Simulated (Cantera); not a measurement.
A Cantera script and its output.

```python
import numpy as np
import cantera as ct

gas = ct.Solution("gri30.yaml")
gas.TPX = 1350, 13332, {'CH4': 1, 'H2O': 1.2}
reactor = ct.IdealGasConstPressureReactor(gas, energy="off", clone=False)
net = ct.ReactorNet([reactor])
net.rtol, net.atol = 1e-08, 1e-18
show = ['CH4', 'H2O', 'OH', 'C2H2', 'CH3', 'HO2', 'C2H6']
times = np.geomspace(7e-06, 200, 11)

steps = ct.SolutionArray(gas, extra=["t"])
rows = []
print(f"{'t/s':>10s}{'T/K':>9s}{'P/Pa':>11s}" + "".join(f"{s:>11s}" for s in show))
for t in times:
    while net.time < t:
        t_next = net.step()
        steps.append(gas.state, t=t_next)
    rows.append([np.interp(t, steps.t, y) for y in (steps.T, steps.P, *steps(*show).X.T)])
    print(f"{t:10.3e}{rows[-1][0]:9.1f}{rows[-1][1]:11.4g}" + "".join(f"{x:11.3e}" for x in rows[-1][2:]))
rate = np.gradient(steps.T, steps.t)
print("integrator steps:", len(steps.t))
if steps.T.max() > steps.T[0] + 200:
    print(f"time of steepest temperature rise: {steps.t[rate.argmax()]:.4e} s")
gas.TPX = 1350, 13332, {'CH4': 1, 'H2O': 1.2}
gas.equilibrate("TP")
print(f"equilibrium (TP): T = {gas.T:.1f} K  " + "  ".join(f"{s} {gas[s].X[0]:.3e}" for s in show))
```

It prints:

```
       t/s      T/K       P/Pa        CH4        H2O         OH       C2H2        CH3        HO2       C2H6
 7.000e-06   1350.0  1.333e+04  4.545e-01  5.455e-01  9.146e-11  8.990e-23  3.176e-08  2.099e-25  6.627e-15
 3.897e-05   1350.0  1.333e+04  4.545e-01  5.455e-01  2.491e-10  3.615e-19  1.918e-07  7.266e-24  1.439e-12
 2.169e-04   1350.0  1.333e+04  4.545e-01  5.455e-01  1.124e-09  5.817e-16  1.082e-06  6.416e-22  2.593e-10
 1.207e-03   1350.0  1.333e+04  4.545e-01  5.455e-01  5.910e-09  6.845e-13  5.955e-06  7.103e-20  4.383e-08
 6.722e-03   1350.0  1.333e+04  4.545e-01  5.454e-01  2.367e-08  7.451e-10  2.403e-05  2.632e-18  4.804e-06
 3.742e-02   1350.0  1.333e+04  4.543e-01  5.454e-01  3.775e-08  1.750e-07  3.836e-05  7.845e-18  7.228e-05
 2.083e-01   1350.0  1.333e+04  4.530e-01  5.453e-01  6.445e-08  2.719e-05  6.546e-05  2.606e-17  3.600e-04
 1.159e+00   1350.0  1.333e+04  4.422e-01  5.420e-01  7.531e-08  2.077e-03  7.532e-05  4.132e-17  5.055e-04
 6.454e+00   1350.0  1.333e+04  3.890e-01  5.213e-01  6.407e-08  2.024e-02  5.856e-05  3.702e-17  2.878e-04
 3.593e+01   1350.0  1.333e+04  2.420e-01  4.579e-01  5.174e-08  6.608e-02  3.350e-05  2.330e-17  8.093e-05
 2.000e+02   1350.0  1.333e+04  9.124e-02  3.286e-01  4.621e-08  8.505e-02  1.573e-05  2.958e-17  1.951e-05
integrator steps: 1355
equilibrium (TP): T = 1350.0 K  CH4 1.213e-06  H2O 4.093e-02  OH 5.143e-09  C2H2 8.435e-12  CH3 1.863e-10  HO2 4.208e-19  C2H6 3.587e-15
```

Computed with Cantera and GRI-Mech 3.0 (53 species, 325 reactions).
